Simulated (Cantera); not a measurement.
# Gas-phase reforming

A perfectly stirred reactor is fed with CH4 : CO2 : H2 = 1 : 1 : 0.21 (molar parts), at 7.30 bar; it is held at 1773 K, and followed from long to short residence time.

Detailed kinetics in Cantera: GRI-Mech 3.0 (53 species, 325 reactions).

| τ (s) | x CH4 | x CO2 | x H2 | x O2 | x H |
|---|---|---|---|---|---|
| 2.3 | 0.0227 | 0.0125 | 0.457 | 1.92e-12 | 7.15e-5 |
| 0.76 | 0.0292 | 0.0203 | 0.425 | 4.52e-12 | 6.87e-5 |
| 0.25 | 0.0372 | 0.0324 | 0.383 | 1.02e-11 | 6.48e-5 |
| 0.079 | 0.0494 | 0.0520 | 0.331 | 2.23e-11 | 5.92e-5 |
| 0.026 | 0.0704 | 0.0838 | 0.281 | 4.34e-11 | 5.25e-5 |
| 0.0083 | 0.112 | 0.145 | 0.245 | 6.83e-11 | 4.56e-5 |
| 0.0027 | 0.187 | 0.245 | 0.228 | 7.00e-11 | 3.99e-5 |
| 0.00087 | 0.284 | 0.350 | 0.201 | 4.24e-11 | 3.35e-5 |
| 0.00028 | 0.369 | 0.415 | 0.154 | 1.74e-11 | 2.59e-5 |
x: mole fraction; the columns are a selection and need not sum to one.
